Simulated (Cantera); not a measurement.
An isothermal, constant-pressure homogeneous reactor starts with CH4 : H2 : CO2 = 0.01 : 3.2 : 0.0093 (molar parts), at 2275 K and 10.00 Torr.

Model: GRI-Mech 3.0 (53 species, 325 reactions), integrated in Cantera. Radical loss at walls, strong at low pressure, is not modelled.

x: mole fraction; the columns are a selection and need not sum to one.

| t (s) | x CH4 | x H2 | x CO2 | x H2O | x H | x C2H6 |
|---|---|---|---|---|---|---|
| 0.000800 | 0.00306 | 0.993 | 0.00286 | 2.95e-5 | 0.000689 | 5.77e-10 |
| 0.00284 | 0.00296 | 0.991 | 0.00253 | 0.000350 | 0.00242 | 4.57e-9 |
| 0.0101 | ? | 0.984 | 0.000596 | 0.00227 | 0.00809 | 2.15e-8 |
| 0.0357 | ? | 0.972 | 1.51e-6 | 0.00278 | 0.0201 | 9.95e-9 |
| 0.126 | ? | 0.962 | 1.48e-6 | 0.00247 | 0.0306 | 2.43e-10 |
| 0.449 | ? | 0.949 | 1.19e-6 | 0.00153 | 0.0448 | 3.53e-11 |
| 1.59 | ? | 0.930 | 3.53e-7 | 0.000347 | 0.0642 | 1.64e-12 |
| 5.64 | ? | 0.923 | 2.95e-8 | 2.73e-5 | 0.0711 | <1e-12 |
| 20.0 | ? | 0.923 | 1.22e-10 | 1.13e-7 | 0.0712 | <1e-12 |

What belongs in the gaps?


- 0.0101, x CH4: 0.00258
- 0.0357, x CH4: 0.00105
- 0.126, x CH4: 0.000136
- 0.449, x CH4: 4.47e-5
- 1.59, x CH4: 8.51e-6
- 5.64, x CH4: 1.60e-6
- 20.0, x CH4: 4.45e-7
